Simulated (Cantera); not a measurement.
**Moist CO burnout**

An isothermal, constant-pressure homogeneous reactor starts with CO : O₂ : H₂O : N₂ = 0.0019 : 0.042 : 0.00032 : 1 (molar parts), equivalence ratio 0.023, at 1100 K and 203 Torr.

Cantera simulation using GRI-Mech 3.0 (53 species, 325 reactions); the numbers are that mechanism's predictions, not measurements.

```csv
t (s),x CO,x O₂,x H₂O,x NO,x OH
0.000700,0.00182,0.0402,0.000306,<1e-12,<1e-12
0.00195,0.00182,0.0402,0.000306,<1e-12,3.93e-12
0.00545,0.00182,0.0402,0.000306,<1e-12,2.61e-11
0.0152,0.00182,0.0402,0.000306,<1e-12,1.71e-10
0.0424,0.00182,0.0402,0.000306,<1e-12,2.03e-9
0.118,0.00180,0.0402,0.000306,1.48e-12,1.05e-6
0.330,0.000651,0.0396,0.000302,9.95e-9,5.88e-6
0.921,0.000120,0.0394,0.000305,2.61e-8,2.64e-6
2.57,1.67e-5,0.0394,0.000306,3.48e-8,1.07e-6
7.17,1.89e-6,0.0393,0.000307,3.81e-8,4.19e-7
20.0,1.74e-7,0.0393,0.000307,3.96e-8,1.67e-7
```
x: mole fraction; the columns are a selection and need not sum to one.

Equilibrium at this temperature and pressure: CO 2.38e-11, O₂ 0.0393, H₂O 0.000307, NO 4.08e-5, OH 3.45e-8 (gas phase only).
